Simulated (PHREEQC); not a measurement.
NH3 is added in steps, without added water, to 1 kg of water holding 0.00099 mol H2SeO4, 0.00071 mol H3PO4 and 0.0038 mol NaCl, at 25 °C. Oxygen alone is held at its pressure in air (log pO2 = -0.68). No CO2 enters from the air. Solids allowed: Halite. Others were left out.

Base run: PHREEQC, ion-association model, wateq4f.dat. Each further column changes one thing. The table gives H2PO4- (mol/kgw).

| NH3 added (mol) | base | metal-ligand complexes left out | Davies equation for every ion | Debye-Hückel limiting law | all activity coefficients set to 1 |
|---|---|---|---|---|---|
| 0 | 0.000544 | 0.000544 | 0.000545 | 0.000548 | 0.000524 |
| 0.0023 | 0.000680 | 0.000680 | 0.000681 | 0.000681 | 0.000676 |
| 0.00575 | 6.35e-6 | 6.38e-6 | 6.32e-6 | 6.08e-6 | 8.41e-6 |
| 0.0092 | 2.61e-6 | 2.62e-6 | 2.59e-6 | 2.50e-6 | 3.46e-6 |
| 0.0115 | 1.87e-6 | 1.88e-6 | 1.86e-6 | 1.80e-6 | 2.49e-6 |
| 0.0138 | 1.47e-6 | 1.47e-6 | 1.46e-6 | 1.40e-6 | 1.95e-6 |
| 0.01725 | 1.11e-6 | 1.11e-6 | 1.10e-6 | 1.06e-6 | 1.47e-6 |
| 0.0207 | 8.90e-7 | 8.94e-7 | 8.85e-7 | 8.52e-7 | 1.18e-6 |
| 0.023 | 7.88e-7 | 7.92e-7 | 7.83e-7 | 7.54e-7 | 1.05e-6 |

H3PO4, which wateq4f.dat lacks, is added to it with the constant of phreeqc.dat.
